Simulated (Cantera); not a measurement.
What does this Cantera script print?

```python
import numpy as np
import cantera as ct

gas_names = """
    H HNO HNO2 HNO3 HO2 H2 H2O H2O2 N NH NH2 NH3 NH2OH NO NO2 NO3 N2 N2H2 N2H4 N2O O OH O2 O3 Si SiH
    SiH2 SiH3 SiH4 SiN SiO SiO2 Si2 Si2N Si3
""".split()
cond_names = """
    H2O(s) H2O(L) Si(cr) Si(L) SiO2(Lqz) SiO2(hqz) SiO2(L) Si2N2O(s) Si3N4(a)
""".split()


# ... load() reads the species with a 1 bar reference pressure and builds the phases ...
atoms = {
    'Si2H6': {'Si': 2, 'H': 6},
    'NO': {'N': 1, 'O': 1},
    'N2': {'N': 2},
}
top_T = {'Si2N2O(s)': 2100, 'Si3N4(a)': 2400}  # K; cautious upper limits of use, not melting points


# ... equilibrate(T, P, feed) seeds the gas with the atoms and calls Mixture.equilibrate('TP', solver="vcs", rtol=1e-11, max_steps=5000) ...
results = []
feed = {'Si2H6': 1, 'NO': 7.9, 'N2': 44}  # mol
T = 1050  # K
P = 25000  # Pa
mix = equilibrate(T, P, feed)
results.append((T, P, feed, dict(zip(mix.species_names, mix.species_moles))))
x = sorted(zip(gas.X, gas.species_names), reverse=True)
print(f"T = {T:g} K  P = {P:g} Pa  gas = {mix.phase_moles(0):.4g} mol")
print("   x: " + "  ".join(f"{s} {v:.3e}" for v, s in x if v > 0.0001))
print("   condensed (mol): " + ("  ".join(f"{mix.phase(i).name} {mix.phase_moles(i):.4g}"
      for i in range(1, mix.n_phases) if mix.phase_moles(i) > 1e-12) or "none"))
```

Output:

```
T = 1050 K  P = 25000 Pa  gas = 51.4 mol
   x: N2 9.329e-01  H2O 5.837e-02  O2 8.749e-03
   condensed (mol): SiO2(hqz) 2
```

These are equilibrium values from Cantera (NASA tables, ideal gas, pure condensed phases), not measurements of a reactor. The feed counts by its element totals alone.
